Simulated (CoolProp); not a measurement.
Model: reference Helmholtz-energy equation of state, Guder 2009, in CoolProp.

For sulfur hexafluoride, give the phase and the density (kg/m³), speed of sound (m/s), expansivity (1/kK), Prandtl number at 255.3 K and 32.2 bar; 255.3 K and 44.3 bar.


- 255.3 K and 32.2 bar: liquid; density 1700, speed of sound 430, expansivity 3.35, Prandtl number 3.53
- 255.3 K and 44.3 bar: liquid; density 1710, speed of sound 441, expansivity 3.21, Prandtl number 3.55

Viscosity comes from a separate model (Quiñones-Cisneros 2012). Thermal conductivity comes from a separate model (Assael 2012).
